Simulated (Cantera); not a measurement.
Input: 1 mol Cu, 0.065 mol O₂, 3.7 mol CO, equilibrated at 1552 °C.

Method: chemical equilibrium by Gibbs-energy minimisation in Cantera with the NASA 1993 tables (ideal gas, pure condensed phases). Candidate condensed phases: C, Cu, CuO, Cu₂O; 15 gas species. Equilibrium is a limit: real reactors are often held back by kinetics, nucleation or transport.

x: gas mole fraction; n: condensed amount in mol.

| P (Pa) | x CO | x Cu | x CO₂ | x Cu₂ | x O | n Cu(l) |
|---|---|---|---|---|---|---|
| 10 | 0.760 | 0.213 | 0.0276 | (withheld) | 1.49e-5 | 0 |
| 41 | 0.760 | 0.213 | 0.0277 | (withheld) | 3.62e-6 | 0 |
| 160 | 0.760 | 0.212 | 0.0277 | 0.000214 | 9.29e-7 | 0 |
| 670 | 0.861 | 0.107 | 0.0314 | 0.000229 | 2.22e-7 | 0.553 |
| 2700 | 0.939 | 0.0267 | 0.0342 | (withheld) | 5.50e-8 | 0.898 |
| 11000 | 0.959 | 0.00655 | 0.0349 | (withheld) | 1.35e-8 | 0.976 |
| 45000 | 0.963 | 0.00160 | 0.0351 | (withheld) | 3.30e-9 | 0.994 |
| 180000 | 0.964 | 0.000400 | 0.0351 | (withheld) | 8.26e-10 | 0.999 |
| 740000 | 0.965 | 9.73e-5 | 0.0351 | (withheld) | 2.01e-10 | 1.000 |
| 3000000 | 0.965 | 2.40e-5 | 0.0351 | (withheld) | 4.95e-11 | 1.000 |

Some entries are withheld; supply them.


- 10, x Cu₂: 1.34e-5
- 41, x Cu₂: 5.49e-5
- 2700, x Cu₂: 5.69e-5
- 11000, x Cu₂: 1.40e-5
- 45000, x Cu₂: 3.41e-6
- 180000, x Cu₂: 8.53e-7
- 740000, x Cu₂: 2.07e-7
- 3000000, x Cu₂: 5.12e-8
